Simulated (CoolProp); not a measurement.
Values from CoolProp's reference Helmholtz-energy equation of state, Lemmon 2006. It is a short technical equation, of lower accuracy than the large ones.

Task: Give the vapour pressure (bar), liquid density (kg/m³), vapour density (kg/m³) of saturated C3F8 (R218) at -107.65 °C.

Result: 
```json
[
 {"T (°C)": "-107.65", "p (bar)": "0.00735", "liquid density (kg/m³)": "1870", "vapour density (kg/m³)": "0.101"}
]
```
